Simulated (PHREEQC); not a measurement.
Dissolve 0.022 mol/kgw H3BO3, 0.22 mol/kgw KNO3 and 0.0009 mol/kgw Zn(NO3)2 at 25 °C. Closed to the air; pH follows from the charge balance.

Computed with PHREEQC (ion-association model, phreeqc.dat).

This is a speciation only: nothing precipitates in the calculation.

Question: What pH, activity of water, density does the model give?

Answer: pH 5.42; activity of water 0.992; density 1.011 g/cm³.
